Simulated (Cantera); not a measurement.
What does this Cantera script print?

```python
import numpy as np
import cantera as ct

gas_names = """
    Br Br2 H HBr H2 Si SiBr SiBr2 SiBr3 SiBr4 SiH SiHBr3 SiH2 SiH2Br2 SiH3 SiH3Br SiH4 Si2 Si3
""".split()
cond_names = """
    Br2(cr) Br2(L) Si(cr) Si(L)
""".split()


# ... load() reads the species with a 1 bar reference pressure and builds the phases ...
atoms = {
    'Si': {'Si': 1},
    'Br2': {'Br': 2},
    'H2': {'H': 2},
}
top_T = {}  # K; cautious upper limits of use, not melting points


# ... equilibrate(T, P, feed) seeds the gas with the atoms and calls Mixture.equilibrate('TP', solver="vcs", rtol=1e-11, max_steps=5000) ...
results = []
T = 1173  # K
P = 10000  # Pa
for m in [0.59, 0.83, 1.1, 1.3, 1.6, 1.8, 2.1, 2.3, 2.5, 2.8]:
    feed = {'Si': 1, 'Br2': m, 'H2': 25}  # mol
    mix = equilibrate(T, P, feed)
    results.append((T, P, feed, dict(zip(mix.species_names, mix.species_moles))))

top = {s: max(r[3][s] / sum(r[3][g] for g in gas_names) for r in results) for s in gas_names}
cols = sorted((s for s in top if top[s] > 0.0001), key=lambda s: -top[s])[:5]
seen = [c for c in cond_names if any(r[3].get(c, 0) > 1e-12 for r in results)]
print("log10 of partial pressures in bar; condensed amounts in mol")
print(f"{'n(Br2)':>10s}" + "".join(f"{s[:9]:>10s}" for s in cols + seen))
for T, P, feed, n in results:
    ng = sum(n[g] for g in gas_names)
    print(f"{feed['Br2']:10.4g}" + "".join(f"{np.log10(max(n[s] / ng * P / 1e5, 1e-99)):10.3f}" for s in cols)
          + "".join(f"{n.get(c, 0):10.4g}" for c in seen))
```

It prints:

```
log10 of partial pressures in bar; condensed amounts in mol
    n(Br2)        H2       HBr     SiBr4     SiBr2    SiHBr3    Si(cr)
      0.59    -1.018    -2.432    -4.092    -3.650    -4.534    0.9094
      0.83    -1.024    -2.334    -3.690    -3.449    -4.235    0.8309
       1.1    -1.029    -2.265    -3.402    -3.305    -4.022    0.7277
       1.3    -1.033    -2.228    -3.247    -3.227    -3.908    0.6448
       1.6    -1.038    -2.186    -3.071    -3.139    -3.778     0.514
       1.8    -1.041    -2.165    -2.977    -3.092    -3.709    0.4237
       2.1    -1.046    -2.138    -2.862    -3.035    -3.625    0.2851
       2.3    -1.048    -2.123    -2.796    -3.002    -3.577     0.191
       2.5    -1.051    -2.110    -2.739    -2.973    -3.535   0.09589
       2.8    -1.056    -2.071    -2.667    -2.985    -3.508         0
```

Method: chemical equilibrium by Gibbs-energy minimisation in Cantera with the NASA 1993 tables (ideal gas, pure condensed phases). The tables' values for SiBr3 are old estimates; treat these amounts as uncertain.
